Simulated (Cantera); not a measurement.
Feed: 1 mol CS₂, 3.7 mol H₂, 7.8 mol N₂, equilibrated at 1250 °C.

Method: chemical equilibrium by Gibbs-energy minimisation in Cantera with the NASA 1993 tables (ideal gas, pure condensed phases). Candidate condensed phases: C, C₆H₆, C₇H₈, C₈H₁₈, S; 100 gas species. The ideal-gas law is rough above about 30 bar. Equilibrium is a limit: real reactors are often held back by kinetics, nucleation or transport.

Question: What share of the C ends up in condensed phases as a function of P (Pa), at 10, 84, 710, 6000, 50000, 420000, 3600000, 30000000?

Answer: 
```tsv
P (Pa)	C condensed (%)	as
10	1.2	C(graphite)
84	12.2	C(graphite)
710	18.8	C(graphite)
6000	27.5	C(graphite)
50000	43.4	C(graphite)
420000	66.1	C(graphite)
3600000	84.7	C(graphite)
30000000	83.0	C(graphite)
```
